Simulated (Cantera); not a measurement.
An isothermal, constant-pressure homogeneous reactor starts with 17.7 % H2, 46.5 % O2, 35.8 % N2, at 1375 K and 570 Torr.

Model: GRI-Mech 3.0 (53 species, 325 reactions), integrated in Cantera. The temperature is held fixed by assumption; the heat of reaction is taken as removed at once.

x: mole fraction; the columns are a selection and need not sum to one.

```csv
t (s),x H2,x O2,x N2O,x O,x H2O2
0.000400,2.22e-5,0.413,2.01e-7,6.56e-5,5.03e-7
0.000957,4.83e-6,0.413,2.06e-7,1.77e-5,2.01e-7
0.00229,1.35e-6,0.413,2.08e-7,5.73e-6,8.29e-8
0.00547,4.61e-7,0.413,2.06e-7,2.10e-6,3.59e-8
0.0131,1.93e-7,0.413,1.98e-7,8.98e-7,1.74e-8
0.0313,1.18e-7,0.413,…,5.31e-7,1.13e-8
0.0748,1.07e-7,0.413,…,4.74e-7,1.03e-8
0.179,1.07e-7,0.413,…,4.73e-7,1.03e-8
0.428,1.07e-7,0.413,…,4.72e-7,1.03e-8
1.02,1.06e-7,0.413,2.47e-8,4.72e-7,1.03e-8
2.45,1.06e-7,0.413,2.46e-8,4.72e-7,1.03e-8
5.85,1.06e-7,0.413,2.46e-8,4.72e-7,1.03e-8
14.0,1.06e-7,0.413,2.46e-8,4.72e-7,1.03e-8
33.5,1.06e-7,0.413,2.46e-8,4.72e-7,1.03e-8
80.0,1.06e-7,0.413,2.46e-8,4.72e-7,1.03e-8
```

Problem. Fill in the missing entries.

Solution. 
- 0.0313, x N2O: 1.75e-7
- 0.0748, x N2O: 1.31e-7
- 0.179, x N2O: 7.08e-8
- 0.428, x N2O: 3.09e-8
